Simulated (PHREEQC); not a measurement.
Make-up at 25 °C: 0.017 mol ZnSO4, 4.1e-05 mol NaOH and 0.00011 mol HCl per kg of water. Closed to the air; pH follows from the charge balance.

The numbers come from PHREEQC with the ion-association model, phreeqc.dat.

Precipitation was switched off in this run.

Question: Predict the pH.

Answer: pH 4.40.

Question: In which forms is Na present?

Answer: Na+ 98 %, NaSO4- 2.4 % of the Na.
